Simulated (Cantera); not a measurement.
An isothermal, constant-pressure homogeneous reactor starts with CH₄ : H₂ = 0.023 : 1 (molar parts), at 1550 K and 0.0880 bar.

Detailed kinetics in Cantera: GRI-Mech 3.0 (53 species, 325 reactions). GRI-Mech 3.0 stops at C3 and has no aromatics, soot or wall deposition, so with more carbon than oxygen in the feed, carbon stays in small species such as C2H2 where larger ones or solid carbon would form.

x: mole fraction; the columns are a selection and need not sum to one.

| t (s) | x CH₄ | x H₂ | x C₂H₄ | x C₂H₆ | x C₂H₂ | x CH₂ | x CH₃ |
|---|---|---|---|---|---|---|---|
| 0.000500 | 0.0225 | 0.978 | 4.08e-11 | 8.14e-11 | <1e-12 | 1.83e-12 | 9.95e-7 |
| 0.00150 | 0.0225 | 0.978 | 1.12e-9 | 1.90e-9 | 5.06e-12 | 1.68e-11 | 2.97e-6 |
| 0.00451 | 0.0225 | 0.977 | 3.28e-8 | 3.42e-8 | 6.55e-10 | 1.49e-10 | 8.80e-6 |
| 0.0136 | 0.0225 | 0.977 | 9.57e-7 | 3.10e-7 | 1.13e-7 | ___ | 2.41e-5 |
| 0.0408 | 0.0224 | 0.977 | 9.74e-6 | 8.42e-7 | 8.54e-6 | ___ | 4.28e-5 |
| 0.122 | 0.0222 | 0.978 | 1.57e-5 | 9.04e-7 | 8.30e-5 | 3.86e-9 | 4.49e-5 |
| 0.368 | 0.0217 | 0.978 | 1.86e-5 | 8.68e-7 | 0.000319 | 3.79e-9 | 4.40e-5 |
| 1.11 | 0.0204 | 0.978 | 2.68e-5 | 7.71e-7 | 0.000970 | 3.59e-9 | 4.14e-5 |
| 3.32 | 0.0172 | 0.980 | 4.66e-5 | 5.63e-7 | 0.00253 | ___ | 3.53e-5 |
| 9.98 | 0.0117 | 0.983 | 8.21e-5 | 2.83e-7 | 0.00520 | ___ | 2.45e-5 |
| 30.0 | 0.00635 | 0.986 | 0.000118 | 1.11e-7 | 0.00777 | ___ | 1.37e-5 |

Fill in the missing entries.


- 0.0136, x CH₂: 1.11e-9
- 0.0408, x CH₂: 3.49e-9
- 3.32, x CH₂: 3.10e-9
- 9.98, x CH₂: 2.21e-9
- 30.0, x CH₂: 1.27e-9
